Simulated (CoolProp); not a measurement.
Propyne at several states: fugacity coefficient from the reference equation and from simpler models built on Tc = 402.7 K, pc = 5658 kPa, ω = 0.204; each cubic takes its own stable root.

Values from CoolProp's reference Helmholtz-energy equation of state, Polt 1992. This equation is an older, rougher fit; its heat capacities, sound speeds and derivatives of the liquid may be far off and weren't checked against measurements.

```json
[
 {"T (K)": "414.2", "p (kPa)": "1170", "phase": "gas", "reference": "0.9351", "van der Waals": "0.9429", "Peng-Robinson": "0.9294"},
 {"T (K)": "402.3", "p (kPa)": "11000", "phase": "liquid", "reference": "0.3951", "van der Waals": "0.4477", "Peng-Robinson": "0.3905"},
 {"T (K)": "311.9", "p (kPa)": "15.5", "phase": "gas", "reference": "0.9978", "van der Waals": "0.9985", "Peng-Robinson": "0.9978"},
 {"T (K)": "300.8", "p (kPa)": "16000", "phase": "liquid", "reference": "0.05254", "van der Waals": "0.1479", "Peng-Robinson": "0.05240"},
 {"T (K)": "464.7", "p (kPa)": "203", "phase": "gas", "reference": "0.9921", "van der Waals": "0.9925", "Peng-Robinson": "0.9913"},
 {"T (K)": "302.7", "p (kPa)": "11300", "phase": "liquid", "reference": "0.06924", "van der Waals": "0.1780", "Peng-Robinson": "0.06941"}
]
```
